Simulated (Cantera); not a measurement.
What does this Cantera script print?

```python
import numpy as np
import cantera as ct

gas = ct.Solution("h2o2.yaml")
gas.TPX = 1298, 2666, {'H2': 0.19, 'O2': 1}
reactor = ct.IdealGasConstPressureReactor(gas, energy="off", clone=False)
net = ct.ReactorNet([reactor])
net.rtol, net.atol = 1e-08, 1e-18
show = ['H2', 'O2', 'H2O', 'OH', 'H2O2']
times = np.geomspace(0.0006, 70, 13)

steps = ct.SolutionArray(gas, extra=["t"])
rows = []
print(f"{'t/s':>10s}{'T/K':>9s}{'P/Pa':>11s}" + "".join(f"{s:>11s}" for s in show))
for t in times:
    while net.time < t:
        t_next = net.step()
        steps.append(gas.state, t=t_next)
    rows.append([np.interp(t, steps.t, y) for y in (steps.T, steps.P, *steps(*show).X.T)])
    print(f"{t:10.3e}{rows[-1][0]:9.1f}{rows[-1][1]:11.4g}" + "".join(f"{x:11.3e}" for x in rows[-1][2:]))
rate = np.gradient(steps.T, steps.t)
print("integrator steps:", len(steps.t))
if steps.T.max() > steps.T[0] + 200:
    print(f"time of steepest temperature rise: {steps.t[rate.argmax()]:.4e} s")
gas.TPX = 1298, 2666, {'H2': 0.19, 'O2': 1}
gas.equilibrate("TP")
print(f"equilibrium (TP): T = {gas.T:.1f} K  " + "  ".join(f"{s} {gas[s].X[0]:.3e}" for s in show))
```

Output:

```
       t/s      T/K       P/Pa         H2         O2        H2O         OH       H2O2
 6.000e-04   1298.0       2666  9.405e-03  7.421e-01  1.213e-01  1.297e-02  5.172e-07
 1.586e-03   1298.0       2666  5.704e-03  7.538e-01  1.353e-01  1.077e-02  4.484e-07
 4.194e-03   1298.0       2666  3.658e-03  7.837e-01  1.519e-01  8.759e-03  4.847e-07
 1.109e-02   1298.0       2666  1.203e-03  8.129e-01  1.668e-01  5.075e-03  4.098e-07
 2.932e-02   1298.0       2666  2.050e-04  8.237e-01  1.719e-01  2.103e-03  2.107e-07
 7.751e-02   1298.0       2666  3.199e-05  8.258e-01  1.730e-01  8.369e-04  8.197e-08
 2.049e-01   1298.0       2666  6.271e-06  8.263e-01  1.733e-01  3.732e-04  3.045e-08
 5.418e-01   1298.0       2666  1.552e-06  8.264e-01  1.734e-01  1.866e-04  1.144e-08
 1.433e+00   1298.0       2666  4.587e-07  8.264e-01  1.735e-01  1.018e-04  4.457e-09
 3.788e+00   1298.0       2666  1.686e-07  8.265e-01  1.735e-01  6.181e-05  2.034e-09
 1.001e+01   1298.0       2666  1.031e-07  8.265e-01  1.735e-01  4.831e-05  1.432e-09
 2.648e+01   1298.0       2666  9.855e-08  8.265e-01  1.735e-01  4.724e-05  1.391e-09
 7.000e+01   1298.0       2666  9.855e-08  8.265e-01  1.735e-01  4.724e-05  1.391e-09
integrator steps: 2033
equilibrium (TP): T = 1298.0 K  H2 9.855e-08  O2 8.265e-01  H2O 1.735e-01  OH 4.724e-05  H2O2 1.391e-09
```

Detailed kinetics in Cantera: the H2/O2 subset of GRI-Mech 3.0, which has no nitrogen chemistry. Radical loss at walls, strong at low pressure, is not modelled. The temperature is held fixed by assumption; the heat of reaction is taken as removed at once.
